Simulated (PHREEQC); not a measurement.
**Hard or scaling water**

Solution (25 °C): 0.002 mol MgCl2, 0.00014 mol NaF and 0.053 mol KCl per kg of water. Closed to the air; pH follows from the charge balance.

The numbers come from PHREEQC with the ion-association model, wateq4f.dat.

```
Property                 Value
--------------  --------------
pH                        6.95
ionic strength  0.0591 mol/kgw
```

```
species  molality  activity   log γ
-------  --------  --------  ------
Cl-        0.0570    0.0457  -0.096
K+         0.0530    0.0425  -0.096
Mg+2      0.00199  0.000926  -0.333
Na+      0.000140  0.000114  -0.090
F-       0.000132  0.000106  -0.097
MgF+      7.97e-6   6.46e-6  -0.091
H+        1.31e-7   1.11e-7  -0.072
OH-       1.12e-7   8.98e-8  -0.097
MgOH+     3.64e-8   3.02e-8  -0.082
HF        1.74e-8   1.76e-8   0.006
NaF       6.83e-9   6.92e-9   0.006
```

No solid was allowed to form.
